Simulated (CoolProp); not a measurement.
Vapour-liquid equilibrium of ethylene (1) + 1-butene (2) at 196 K; x and y are mole fractions of (1).

The numbers come from the multi-fluid Helmholtz-energy mixture model, Smukala 2000 and Lemmon 2005; pair parameters Bell 2016 in CoolProp.

```json
[
 {"x": "0.05", "bubble pressure (kPa)": "21.75", "y at the bubble point": "0.915", "dew pressure at overall composition x (kPa)": "2.029", "liquid density (mol/L)": "12.77"},
 {"x": "0.2", "bubble pressure (kPa)": "80.14", "y at the bubble point": "0.980", "dew pressure at overall composition x (kPa)": "2.408", "liquid density (mol/L)": "13.55"},
 {"x": "0.35", "bubble pressure (kPa)": "(withheld)", "y at the bubble point": "0.990", "dew pressure at overall composition x (kPa)": "2.961", "liquid density (mol/L)": "14.41"},
 {"x": "0.5", "bubble pressure (kPa)": "194.4", "y at the bubble point": "0.994", "dew pressure at overall composition x (kPa)": "3.843", "liquid density (mol/L)": "15.34"},
 {"x": "0.65", "bubble pressure (kPa)": "(withheld)", "y at the bubble point": "(withheld)", "dew pressure at overall composition x (kPa)": "(withheld)", "liquid density (mol/L)": "16.34"},
 {"x": "0.8", "bubble pressure (kPa)": "306.7", "y at the bubble point": "0.998", "dew pressure at overall composition x (kPa)": "9.504", "liquid density (mol/L)": "17.40"},
 {"x": "0.95", "bubble pressure (kPa)": "364.6", "y at the bubble point": "1.000", "dew pressure at overall composition x (kPa)": "(withheld)", "liquid density (mol/L)": "(withheld)"}
]
```

Task: Some entries are withheld; supply them.

Result: 
- 0.35, bubble pressure (kPa): 137.6
- 0.65, bubble pressure (kPa): 250.6
- 0.65, y at the bubble point: 0.997
- 0.65, dew pressure at overall composition x (kPa): 5.473
- 0.95, dew pressure at overall composition x (kPa): 36.07
- 0.95, liquid density (mol/L): 18.47

No azeotrope shows between x = 0.05 and 0.95.

Pair parameters are fitted to limited data, so mixtures are less certain than the pure fluids. The gap from Raoult's law changes sign with composition, which may be real or a fault of the pair parameters; it wasn't checked against measurements.
